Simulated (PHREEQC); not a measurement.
A made-up water analysis in mg/L, 88 °C, pH 6.91, pe -1.4: Na 3.38; K 27.6; Ca 6.63; Mg 15.7; Cl 31.4; S(6) as SO4 25.6; Alkalinity as HCO3 62.9; Fe(2) 1.41; Zn 3.37.

Cl is adjusted to close the charge balance.
Valence states are taken as typed.

All values are PHREEQC results (ion-association model, wateq4f.dat), not measurements.

**Question.** The ionic strength comes out as 0.00344 mol/kgw. What activity coefficients do Ca+2, K+, Zn+2, Fe+2, FeOH+ get?

**Answer.** Ca+2 0.75, K+ 0.93, Zn+2 0.76, Fe+2 0.76, FeOH+ 0.93.

This is a speciation only: nothing precipitates in the calculation. Examples of supersaturated solids here: Siderite, Zincite(c) (slow to form). Others may be too. Complexes and solids missing from the database can't appear. At this temperature some constants are extrapolated from 25 °C, and those without enthalpy data are left unchanged.
